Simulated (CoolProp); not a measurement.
A closed Brayton cycle with carbon dioxide: compressor inlet 330.15 K and 8.4 MPa, high pressure 15.5 MPa, turbine inlet 620 K, compressor efficiency 0.85, turbine efficiency 0.85, recuperator effectiveness 0.9 (on enthalpy, no pinch check). Each further row changes one setting.

Values from CoolProp's reference Helmholtz-energy equation of state, Span 1996.

```tsv
case	thermal efficiency (%)	net work (kJ/kg)	compressor to turbine work	compressor exit (K)	turbine exit (K)
as stated	19.5	25.3	0.55	382.4	559.7
turbine inlet 570 K	16.5	19.5	0.61	382.4	511.9
compressor inlet 340.15 K	17.9	21.7	0.61	395.4	559.7
high pressure 13.2 MPa	18.4	20.1	0.52	368.4	575.4
recuperator effectiveness 0.5	11.9	25.3	0.55	382.4	559.7
```
